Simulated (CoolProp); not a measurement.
Vapour-liquid equilibrium of R134a (1) + R124 (2) at 5.53 bar; x and y are mole fractions of (1).

Values from CoolProp's multi-fluid Helmholtz-energy mixture model, Tillner-Roth 1994 and de Vries 1995; pair parameters Bell 2016.

Give the bubble temperature and the first vapour's composition at x = 0.5, 0.65, 0.95. Is there an azeotrope?

x = 0.5: 298.8 K, y = 0.617; x = 0.65: 296.4 K, y = 0.742; x = 0.95: 292.6 K, y = 0.964. No azeotrope shows between x = 0.05 and 0.95.

Pair parameters are fitted to limited data, so mixtures are less certain than the pure fluids.
